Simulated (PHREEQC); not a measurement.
Dissolve 0.002 mol H3PO4, 0.00069 mol H2SO4 and 0.065 mol NiSO4 per kg of water at 42 °C. Closed to the air; pH follows from the charge balance.

Model: ion-association model, wateq4f.dat, run in PHREEQC.

```tsv
quantity	before	after
pH	3.03	3.26
ionic strength (mol/kgw)	0.146	0.145
HSO4- (mol/kgw)	0.00201	0.00119
H2PO4- (mol/kgw)	0.00178	0.00186
H3PO4 (mol/kgw)	0.000217	0.000134
Ni(SO4)2-2 (mol/kgw)	4.74e-5	4.76e-5
SI of Morenosite (NiSO4:7H2O)	-1.64	-1.64
```

Task: Which change was made?
A) temperature from 42 to 45 °C
B) temperature from 42 to 85 °C
C) H3PO4 from 0.002 to 0.001 mol/kgw
D) H2SO4 left out

Result: D, H2SO4 left out

Precipitation was switched off in this run. H3PO4, which wateq4f.dat lacks, is added to it with the constant of phreeqc.dat. At this temperature some constants are extrapolated from 25 °C, and those without enthalpy data are left unchanged. The database has no phosphate complexes of Ni.
